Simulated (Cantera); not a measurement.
## Gas-phase reforming

An isothermal, constant-pressure homogeneous reactor starts with CH4 : H2O = 1 : 0.78 (molar parts), at 1825 K and 0.133 bar.

Cantera simulation using GRI-Mech 3.0 (53 species, 325 reactions); the numbers are that mechanism's predictions, not measurements.

| t (s) | x CH4 | x H2O | x H2 | x CH2 | x HCO | x H |
|---|---|---|---|---|---|---|
| 0.000200 | 0.549 | 0.436 | 0.00694 | 2.88e-6 | 2.59e-8 | 2.33e-5 |
| 0.000971 | 0.394 | 0.400 | 0.141 | 9.51e-6 | 3.12e-7 | 0.000238 |
| 0.00472 | 0.146 | 0.317 | 0.399 | 4.74e-6 | 1.17e-7 | 0.000535 |
| 0.0229 | 0.0366 | 0.262 | 0.525 | 2.46e-6 | 4.58e-8 | 0.000830 |
| 0.111 | 0.0170 | 0.178 | 0.604 | 1.31e-6 | 2.38e-8 | 0.000971 |
| 0.540 | 0.00903 | 0.0713 | 0.690 | 5.19e-7 | 1.60e-8 | 0.00101 |
| 2.62 | 0.00289 | 0.0105 | 0.739 | 1.39e-7 | 1.63e-8 | 0.00104 |
| 12.7 | 0.000742 | 2.76e-5 | 0.748 | 3.38e-8 | 1.69e-8 | 0.00105 |
| 61.8 | 0.000724 | 3.95e-7 | 0.749 | 3.29e-8 | 1.69e-8 | 0.00105 |
| 300 | 0.000724 | 3.95e-7 | 0.749 | 3.29e-8 | 1.69e-8 | 0.00105 |
x: mole fraction; the columns are a selection and need not sum to one.

Equilibrium at this temperature and pressure: CH4 0.000724, H2O 3.96e-7, H2 0.749, CH2 3.29e-8, HCO 1.69e-8, H 0.00105 (gas phase only).
